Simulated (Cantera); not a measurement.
## Premixed flame

A freely propagating, adiabatic, planar premixed flame of 10.2 % CH₃OH, 18.9 % O₂, 70.9 % N₂, equivalence ratio 0.81, unburnt at 525 K and 5.60 bar; mixture-averaged transport, grid criteria slope 0.08 and curve 0.16, no radiation.

Detailed kinetics in Cantera: GRI-Mech 3.0 (53 species, 325 reactions). GRI-Mech 3.0 was tuned for natural gas; its chemistry of methanol as a main component is partial and can be far from experiment. Burning velocities carry a grid error of a few per cent, more on coarse grids.

```json
[
 {"z (mm)": "-0.293", "T (K)": "526", "u (m/s)": "0.456", "x CH₃OH": "0.102", "x O₂": "0.188", "x CH₂CO": "<1e-8", "x O": "<1e-8", "x NO": "<1e-8", "x H₂O": "0.000183"},
 {"z (mm)": "-0.195", "T (K)": "530", "u (m/s)": "0.461", "x CH₃OH": "0.102", "x O₂": "0.188", "x CH₂CO": "<1e-8", "x O": "<1e-8", "x NO": "<1e-8", "x H₂O": "0.00136"},
 {"z (mm)": "-0.147", "T (K)": "545", "u (m/s)": "0.476", "x CH₃OH": "0.101", "x O₂": "0.186", "x CH₂CO": "<1e-8", "x O": "<1e-8", "x NO": "<1e-8", "x H₂O": "0.00488"},
 {"z (mm)": "-0.0977", "T (K)": "628", "u (m/s)": "0.552", "x CH₃OH": "0.0959", "x O₂": "0.178", "x CH₂CO": "2.42e-8", "x O": "<1e-8", "x NO": "2.91e-8", "x H₂O": "0.0199"},
 {"z (mm)": "-0.0488", "T (K)": "973", "u (m/s)": "0.877", "x CH₃OH": "0.0699", "x O₂": "0.146", "x CH₂CO": "2.11e-7", "x O": "<1e-8", "x NO": "3.70e-7", "x H₂O": "0.0703"},
 {"z (mm)": "-0.0244", "T (K)": "1318", "u (m/s)": "1.21", "x CH₃OH": "0.0378", "x O₂": "0.113", "x CH₂CO": "5.07e-7", "x O": "1.31e-6", "x NO": "1.40e-6", "x H₂O": "0.114"},
 {"z (mm)": "0", "T (K)": "1708", "u (m/s)": "1.60", "x CH₃OH": "0.00368", "x O₂": "0.0752", "x CH₂CO": "8.51e-7", "x O": "0.000300", "x NO": "3.95e-6", "x H₂O": "0.161"},
 {"z (mm)": "0.0244", "T (K)": "1885", "u (m/s)": "1.76", "x CH₃OH": "6.48e-6", "x O₂": "0.0541", "x CH₂CO": "9.13e-8", "x O": "0.00172", "x NO": "6.55e-6", "x H₂O": "0.177"},
 {"z (mm)": "0.0488", "T (K)": "1979", "u (m/s)": "1.83", "x CH₃OH": "<1e-8", "x O₂": "0.0457", "x CH₂CO": "<1e-8", "x O": "0.00185", "x NO": "9.01e-6", "x H₂O": "0.181"},
 {"z (mm)": "0.0977", "T (K)": "2078", "u (m/s)": "1.91", "x CH₃OH": "<1e-8", "x O₂": "0.0396", "x CH₂CO": "<1e-8", "x O": "0.00127", "x NO": "1.29e-5", "x H₂O": "0.185"},
 {"z (mm)": "0.195", "T (K)": "2152", "u (m/s)": "1.97", "x CH₃OH": "<1e-8", "x O₂": "0.0361", "x CH₂CO": "<1e-8", "x O": "0.000637", "x NO": "1.80e-5", "x H₂O": "0.189"},
 {"z (mm)": "0.391", "T (K)": "2189", "u (m/s)": "2.00", "x CH₃OH": "<1e-8", "x O₂": "0.0345", "x CH₂CO": "<1e-8", "x O": "0.000312", "x NO": "2.37e-5", "x H₂O": "0.191"},
 {"z (mm)": "0.782", "T (K)": "2200", "u (m/s)": "2.01", "x CH₃OH": "<1e-8", "x O₂": "0.0341", "x CH₂CO": "<1e-8", "x O": "0.000225", "x NO": "3.16e-5", "x H₂O": "0.192"}
]
```
x: mole fraction of selected species; z is measured from the peak of heat release.

The laminar burning velocity is 45.5 cm/s. The thermal thickness comes out as 0.0977 mm. The peak x(CH₂CO) is 8.74e-7 and the peak x(O) is 0.00190. The grid points comes out as 138.
